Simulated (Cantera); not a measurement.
Pyrogenic steam for wet oxidation

An isothermal, constant-pressure homogeneous reactor starts with 12.9 % H₂, 16.1 % O₂, 71.0 % N₂, at 1100 K and 16000 Pa.

Cantera simulation using the H2/O2 subset of GRI-Mech 3.0, which has no nitrogen chemistry; the numbers are that mechanism's predictions, not measurements. The temperature is held fixed by assumption; the heat of reaction is taken as removed at once.

```json
[
 {"t (s)": "0.000200", "x H₂": "0.129", "x O₂": "0.161", "x H": "5.07e-7", "x H₂O₂": "7.50e-11", "x HO₂": "3.94e-8"},
 {"t (s)": "0.000678", "x H₂": "0.0188", "x O₂": "0.112", "x H": "0.0396", "x H₂O₂": "1.28e-6", "x HO₂": "1.77e-5"},
 {"t (s)": "0.00230", "x H₂": "0.000991", "x O₂": "0.103", "x H": "0.000452", "x H₂O₂": "1.66e-6", "x HO₂": "1.36e-5"},
 {"t (s)": "0.00779", "x H₂": "6.82e-5", "x O₂": "0.103", "x H": "5.33e-6", "x H₂O₂": "5.61e-7", "x HO₂": "2.97e-6"},
 {"t (s)": "0.0264", "x H₂": "5.37e-6", "x O₂": "0.103", "x H": "1.77e-7", "x H₂O₂": "1.36e-7", "x HO₂": "4.01e-7"},
 {"t (s)": "0.0894", "x H₂": "5.46e-7", "x O₂": "0.103", "x H": "1.12e-8", "x H₂O₂": "3.31e-8", "x HO₂": "6.69e-8"},
 {"t (s)": "0.303", "x H₂": "9.61e-8", "x O₂": "0.103", "x H": "1.16e-9", "x H₂O₂": "8.87e-9", "x HO₂": "1.52e-8"},
 {"t (s)": "1.03", "x H₂": "2.30e-8", "x O₂": "0.103", "x H": "1.54e-10", "x H₂O₂": "2.55e-9", "x HO₂": "4.29e-9"},
 {"t (s)": "3.48", "x H₂": "6.36e-9", "x O₂": "0.103", "x H": "2.37e-11", "x H₂O₂": "7.65e-10", "x HO₂": "1.82e-9"},
 {"t (s)": "11.8", "x H₂": "2.19e-9", "x O₂": "0.103", "x H": "4.85e-12", "x H₂O₂": "2.65e-10", "x HO₂": "1.57e-9"},
 {"t (s)": "40.0", "x H₂": "1.44e-9", "x O₂": "0.103", "x H": "2.52e-12", "x H₂O₂": "1.64e-10", "x HO₂": "1.73e-9"}
]
```
x: mole fraction; the columns are a selection and need not sum to one.

Equilibrium at this temperature and pressure: H₂ 1.42e-9, O₂ 0.103, H 2.45e-12, H₂O₂ 1.60e-10, HO₂ 1.74e-9 (gas phase only).
